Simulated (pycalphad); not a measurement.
## Effect of Si content in Al-Mg-Si

Source of the numbers: pycalphad with the COST 507 light-alloy database (1999); pressure 1 atm. The database dates from 1999; later assessments differ in places, in temperatures and in the compounds included. Amounts are mole fractions of atoms. Kinetics are ignored, which matters at the lower temperatures.

| alloy | liquidus (°C) | first solid | solidus (°C) | phases at 127 °C |
|---|---|---|---|---|
| Al-7.52Mg-0.3043Si (wt.%) | 621 | fcc | 544 | fcc 0.83, ALMG_BETA 0.16, MG2SI 0.01 |
| Al-7.519Mg-0.4512Si (wt.%) | 620 | fcc | 547 | fcc 0.84, ALMG_BETA 0.15, MG2SI 0.01 |
| Al-7.519Mg-0.6086Si (wt.%) | ? | fcc | ? | ? |
| Al-7.518Mg-0.9128Si (wt.%) | 618 | fcc | 556 | fcc 0.85, ALMG_BETA 0.13, MG2SI 0.03 |
| Al-7.517Mg-1.217Si (wt.%) | 617 | fcc | 563 | fcc 0.85, ALMG_BETA 0.11, MG2SI 0.03 |
| Al-7.513Mg-2.433Si (wt.%) | 612 | fcc | 586 | fcc 0.88, MG2SI 0.07, ALMG_BETA 0.05 |

Complete the blanks.


- Al-7.519Mg-0.6086Si (wt.%), liquidus (°C): 619
- Al-7.519Mg-0.6086Si (wt.%), solidus (°C): 550
- Al-7.519Mg-0.6086Si (wt.%), phases at 127 °C: fcc 0.84, ALMG_BETA 0.14, MG2SI 0.02

Database names, with the compositions (at.%) that they take in these runs: MG2SI: Mg 67 Si 33; ALMG_BETA: Al 61 Mg 39.
